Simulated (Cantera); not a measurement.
Input: 1 mol SrCl₂, 0.17 mol H₂O, 130 mol N₂, held at 32.0 Pa.

Method: chemical equilibrium by Gibbs-energy minimisation in Cantera with the NASA 1993 tables (ideal gas, pure condensed phases). Candidate condensed phases: H₂O, NH₄Cl, Sr, SrCl₂, SrO, Sr(OH)₂; 35 gas species. Kinetics and transport are ignored. All values below are at 1900 K.

Base state: N₂ 0.989, SrCl₂ 0.00660, Cl 0.000921, H 0.000697, SrCl 0.000657, HCl 0.000432, H₂O 0.000428, Sr 0.000289 (mole fractions); condensed: gas only.

**Question.** What changes in the equilibrium state with this change: pressure from 32.0 Pa to 0.100 bar?

**Answer.** 
```tsv
species	before	after
N₂	0.989	0.991
SrCl₂	0.00660	0.00729
H₂O	0.000428	0.000893
Cl	0.000921	9.92e-5
Sr	0.000289	2.82e-7
SrO	5.02e-5	2.33e-7
SrO(s), mol	0	0.0407
```
Condensed phases not in the tables: oxide chlorides.

**Question.** What changes in the equilibrium state with this change: pressure from 32.0 Pa to 1.00 bar?

**Answer.** 
| species | before | after |
|---|---|---|
| N₂ | 0.989 | 0.991 |
| SrCl₂ | 0.00660 | 0.00732 |
| H₂O | 0.000428 | 0.000948 |
| Cl | 0.000921 | 4.38e-5 |
| Sr | 0.000289 | 1.45e-8 |
| SrO | 5.02e-5 | 2.33e-8 |
| O | 0.000211 | 6.24e-7 |
| SrO(s), mol | 0 | 0.0394 |
Condensed phases not in the tables: oxide chlorides.
